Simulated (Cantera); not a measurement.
# Halide evaporation, hydrolysis and transport: KCl + HF + N2

Input: 1 mol KCl, 0.19 mol HF, 4.2 mol N2, held at 0.000120 bar.

These are equilibrium values from Cantera (NASA tables, ideal gas, pure condensed phases), not measurements of a reactor. Candidate condensed phases: K, KCl, KF, KHF2, NH4Cl; 33 gas species. Kinetics and transport are ignored.

From 1025 °C to 1550 °C nothing is condensed. The main K-bearing gas is KCl throughout.

| T (°C) | x N2 | x KCl | x HF | x Cl |
|---|---|---|---|---|
| 1025 | 0.779 | 0.182 | 0.0319 | 5.72e-5 |
| 1100 | 0.779 | 0.181 | 0.0313 | 0.000140 |
| 1175 | 0.779 | 0.181 | 0.0306 | 0.000317 |
| 1250 | 0.779 | 0.180 | 0.0299 | 0.000678 |
| 1325 | 0.778 | 0.178 | 0.0292 | 0.00137 |
| 1400 | 0.777 | 0.177 | 0.0284 | 0.00266 |
| 1475 | 0.776 | 0.173 | 0.0276 | 0.00493 |
| 1550 | 0.773 | 0.169 | 0.0266 | 0.00873 |
x: gas mole fraction; nothing condenses.
